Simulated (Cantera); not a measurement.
Cantera run, input and output.

```python
import numpy as np
import cantera as ct

gas = ct.Solution("gri30.yaml")
gas.TPX = 1400, 13332, {'C2H4': 1, 'H2': 1}
reactor = ct.IdealGasConstPressureReactor(gas, energy="off", clone=False)
net = ct.ReactorNet([reactor])
net.rtol, net.atol = 1e-08, 1e-18
show = ['C2H4', 'H2', 'CH4', 'H', 'CH2', 'C2H6', 'C2H']
times = np.geomspace(0.0008, 20, 14)

steps = ct.SolutionArray(gas, extra=["t"])
rows = []
print(f"{'t/s':>10s}{'T/K':>9s}{'P/Pa':>11s}" + "".join(f"{s:>11s}" for s in show))
for t in times:
    while net.time < t:
        t_next = net.step()
        steps.append(gas.state, t=t_next)
    rows.append([np.interp(t, steps.t, y) for y in (steps.T, steps.P, *steps(*show).X.T)])
    print(f"{t:10.3e}{rows[-1][0]:9.1f}{rows[-1][1]:11.4g}" + "".join(f"{x:11.3e}" for x in rows[-1][2:]))
rate = np.gradient(steps.T, steps.t)
print("integrator steps:", len(steps.t))
if steps.T.max() > steps.T[0] + 200:
    print(f"time of steepest temperature rise: {steps.t[rate.argmax()]:.4e} s")
gas.TPX = 1400, 13332, {'C2H4': 1, 'H2': 1}
gas.equilibrate("TP")
print(f"equilibrium (TP): T = {gas.T:.1f} K  " + "  ".join(f"{s} {gas[s].X[0]:.3e}" for s in show))
```

It prints:

```
       t/s      T/K       P/Pa       C2H4         H2        CH4          H        CH2       C2H6        C2H
 8.000e-04   1400.0  1.333e+04  4.996e-01  5.001e-01  4.551e-09  9.280e-08  4.162e-12  1.714e-07  5.293e-14
 1.743e-03   1400.0  1.333e+04  4.990e-01  5.003e-01  4.710e-08  2.100e-07  9.554e-12  8.047e-07  2.709e-13
 3.799e-03   1400.0  1.333e+04  4.976e-01  5.008e-01  5.060e-07  5.371e-07  2.451e-11  3.991e-06  1.647e-12
 8.279e-03   1400.0  1.333e+04  4.933e-01  5.022e-01  6.598e-06  2.010e-06  9.102e-11  2.439e-05  1.734e-11
 1.804e-02   1400.0  1.333e+04  4.694e-01  5.100e-01  1.300e-04  8.840e-06  3.819e-10  1.712e-04  3.411e-10
 3.932e-02   1400.0  1.333e+04  3.769e-01  5.398e-01  1.155e-03  1.543e-05  5.284e-10  3.462e-04  2.263e-09
 8.569e-02   1400.0  1.333e+04  2.249e-01  5.887e-01  3.402e-03  1.760e-05  3.629e-10  2.458e-04  5.291e-09
 1.867e-01   1400.0  1.333e+04  8.705e-02  6.326e-01  5.953e-03  1.894e-05  1.991e-10  1.034e-04  7.952e-09
 4.069e-01   1400.0  1.333e+04  2.876e-02  6.504e-01  7.972e-03  1.897e-05  1.364e-10  3.427e-05  8.838e-09
 8.868e-01   1400.0  1.333e+04  2.235e-02  6.505e-01  1.044e-02  1.856e-05  1.510e-10  2.633e-05  8.749e-09
 1.933e+00   1400.0  1.333e+04  2.212e-02  6.465e-01  1.536e-02  1.789e-05  1.952e-10  2.605e-05  8.467e-09
 4.211e+00   1400.0  1.333e+04  2.179e-02  6.386e-01  2.494e-02  1.658e-05  2.629e-10  2.588e-05  7.910e-09
 9.178e+00   1400.0  1.333e+04  2.124e-02  6.253e-01  4.114e-02  1.453e-05  3.332e-10  2.622e-05  7.027e-09
 2.000e+01   1400.0  1.333e+04  2.052e-02  6.078e-01  6.242e-02  1.231e-05  3.753e-10  2.749e-05  6.067e-09
integrator steps: 920
equilibrium (TP): T = 1400.0 K  C2H4 1.964e-02  H2 5.860e-01  CH4 8.893e-02  H 1.027e-05  CH2 3.939e-10  C2H6 3.000e-05  C2H 5.182e-09
```

Cantera simulation using GRI-Mech 3.0 (53 species, 325 reactions); the numbers are that mechanism's predictions, not measurements. GRI-Mech 3.0 was tuned for natural gas; its chemistry of ethylene as a main component is partial and can be far from experiment. GRI-Mech 3.0 stops at C3 and has no aromatics, soot or wall deposition, so with more carbon than oxygen in the feed, carbon stays in small species such as C2H2 where larger ones or solid carbon would form.
